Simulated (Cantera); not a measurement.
# Abatement and gas-phase synthesis: SF6 + O2

Charge: 1 mol SF6, 0.18 mol O2, held at 0.700 bar.

Method: chemical equilibrium by Gibbs-energy minimisation in Cantera with the NASA 1993 tables (ideal gas, pure condensed phases). Candidate condensed phases: S; 45 gas species. Ions and electrons are included (thermal ionisation). The tables' values for SOF2, S2F2 (SSF2), SF3, FS2F (FSSF) are old estimates; treat these amounts as uncertain. Kinetics and transport are ignored.

```tsv
T (°C)	log p F	log p S	log p O	log p SO	log p SF	log p S2	log p SF2	log p SO2
2727	-0.22	-1.60	-2.82	-1.59	-1.65	-2.01	-2.10	-2.27
3227	-0.23	-1.22	-1.96	-1.67	-2.16	-2.33	-3.60	-2.87
3727	-0.24	-1.07	-1.57	-2.15	-2.71	-2.86	-4.90	-4.00
4227	-0.24	-1.03	-1.49	-2.80	-3.20	-3.42	-5.97	-5.39
4727	-0.24	-1.03	-1.47	-3.41	-3.61	-3.92	-6.85	-6.63
```
log p: log10 of the partial pressure in bar; nothing condenses.

From 2727 °C to 4727 °C nothing is condensed.
